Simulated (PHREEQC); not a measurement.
Consider water at 25 °C with 0.0036 mol ZnSO4 and 0.013 mol NaH2PO4 per kg of water. Closed to the air; pH follows from the charge balance.

Equilibrium calculation in PHREEQC: ion-association model, wateq4f.dat.

### Question
The ionic strength comes out as 0.0247 mol/kgw. What activity coefficients do Zn(SO4)2-2, H2PO4-, NaSO4-, HPO4-2, SO4-2 get?

### Answer
Zn(SO4)2-2 0.55, H2PO4- 0.86, NaSO4- 0.86, HPO4-2 0.56, SO4-2 0.55.

This is a speciation only: nothing precipitates in the calculation. H3PO4, which wateq4f.dat lacks, is added to it with the constant of phreeqc.dat. The database has no phosphate complexes of Zn.
